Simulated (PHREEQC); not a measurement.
Synthetic water in mmol/kgw, 45 °C, pH 1.83, pe 11.3:

| constituent | mmol/kgw |
|---|---|
| Na | 12.3 |
| K | 0.0237 |
| Ca | 1.58 |
| Mg | 1.12 |
| Cl | 6.35 |
| S(6) | 23 |
| Cu(2) | 0.431 |
| O(0) (counted as O atoms) | 0.381 |
| Al | 2.19 |
| Pb | 0.0364 |

Valence states are taken as typed.

The numbers come from PHREEQC with the ion-association model, phreeqc.dat.

Problem. The ionic strength comes out as 0.0474 mol/kgw. What activity coefficients do Ca+2, CaHSO4+, AlHSO4+2, HSO4-, CuCl+ get?

Solution. Ca+2 0.47, CaHSO4+ 0.82, AlHSO4+2 0.45, HSO4- 0.82, CuCl+ 0.81.

No solid was allowed to form. Examples of supersaturated solids here: Anglesite. Others may be too. Species that the database lacks are ignored. Away from 25 °C the constants follow the database's enthalpies or fits; those with neither stay at their 25 °C values.
